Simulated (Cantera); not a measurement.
An isothermal, constant-pressure homogeneous reactor starts with 0.314 % CO, 0.265 % O2, 1.18 % H2O, 98.2 % N2, at 1275 K and 0.480 bar.

Cantera simulation using GRI-Mech 3.0 (53 species, 325 reactions); the numbers are that mechanism's predictions, not measurements.

x: mole fraction; the columns are a selection and need not sum to one.

```csv
t (s),x CO,x O2,x H2O,x HO2,x H,x O,x N2O
0.000400,0.00314,0.00265,0.0118,1.46e-11,3.96e-11,1.95e-10,<1e-12
0.00159,0.00314,0.00265,0.0118,1.27e-10,8.28e-10,1.14e-9,<1e-12
0.00633,0.00314,0.00265,0.0118,5.87e-8,4.52e-7,5.10e-7,6.17e-11
0.0252,0.000439,0.00147,0.0113,2.52e-7,0.000275,8.78e-5,4.49e-8
0.100,2.94e-5,0.00111,0.0117,1.10e-7,8.85e-6,7.19e-6,7.57e-8
0.399,2.30e-6,0.00108,0.0118,1.75e-8,2.16e-7,5.91e-7,1.01e-7
1.59,2.18e-7,0.00108,0.0118,1.95e-9,8.82e-9,7.13e-8,6.72e-8
6.32,(withheld),0.00108,0.0118,3.58e-10,7.99e-10,(withheld),(withheld)
25.1,1.40e-8,0.00108,0.0118,1.70e-10,2.06e-10,5.82e-9,1.57e-9
100,(withheld),0.00108,0.0118,1.62e-10,1.82e-10,(withheld),(withheld)
```

### Question
Fill in the missing entries.

### Answer

- 6.32, x CO: 3.72e-8
- 6.32, x O: 1.45e-8
- 6.32, x N2O: 9.16e-9
- 100, x CO: 1.28e-8
- 100, x O: 5.34e-9
- 100, x N2O: 1.41e-9
